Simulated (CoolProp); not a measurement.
20 sccm (0 °C, 1 atm) of nitrogen bubbles through liquid hexamethyldisiloxane (MM) at 341.4 K and leaves saturated at a total pressure of 0.15 MPa (ideal gas phase). Each further row changes one setting.

The numbers come from the reference Helmholtz-energy equation of state, Thol 2016 in CoolProp.

```csv
case,vapour pressure (kPa),mole fraction of vapour,delivery (mg/min),delivery (sccm),change of delivery for a bath 1 K warmer (%)
as stated,35.6,0.237,45.1,6.23,4.9
bath temperature 346.4 K,42.5,0.284,57.4,7.92,5.0
total pressure 0.3 MPa,35.6,0.119,19.5,2.69,4.2
```
